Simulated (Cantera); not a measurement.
# Thermodynamics of hydrogen reduction and annealing atmospheres, feed Cr2O3 + H2 + N2

Feed: 1 mol Cr2O3, 25 mol H2, a varied amount of N2, held at 10.0 mbar.

These are equilibrium values from Cantera (NASA tables, ideal gas, pure condensed phases), not measurements of a reactor. Candidate condensed phases: Cr, CrN, Cr2N, Cr2O3, H2O; 29 gas species. Mutual solubility and eutectic melting of coexisting phases are not modelled. Rates play no part.

Stable condensed phases:

```
T in K \ n(N2) in mol
         3.2 3.7 4.3 5.1   6   7 8.2 9.6  11  13  15  18
   1523    A   A   A   A   A   A   A   A   A   A   A   A
   1473    A   A   A   A   A   A   A   A   A   A   A   A
   1423    A   A   A   A   A   A   A   A   A   A   A   A
   1373    A   A   A   A   A   A   A   A   A   A   A   A
   1323    A   A   A   A   A   A   A   A   A   A   A   B
   1273    A   A   A   A   B   B   B   B   B   B   B   B
   1223    B   B   B   B   B   B   B   B   B   B   B   B
   1173    B   B   B   B   B   B   B   B   B   B   B   B
   1123    B   B   B   B   B   B   B   B   B   B   B   B
```

A: Cr + Cr2O3; B: Cr2N + Cr2O3.
